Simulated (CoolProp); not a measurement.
Vapour-liquid equilibrium of R1234yf (1) + isobutane (2) at 196.2 K; x and y are mole fractions of (1).

The numbers come from the multi-fluid Helmholtz-energy mixture model, Lemmon 2022 and Bücker 2006; pair parameters Bell 2016 in CoolProp.

### Question
Give the bubble pressure and the first vapour's composition at x = 0.05, 0.35, 0.65. Is there an azeotrope?

### Answer
x = 0.05: 0.04446 bar, y = 0.382; x = 0.35: 0.07105 bar, y = 0.667; x = 0.65: 0.07410 bar, y = 0.717. y crosses x between x = 0.75 and 0.85: the model has an azeotrope there.

The pair parameters rest on a limited set of measurements; away from them the model extrapolates. With so large a gap from Raoult's law the liquid may split in two, which this calculation doesn't test in full.
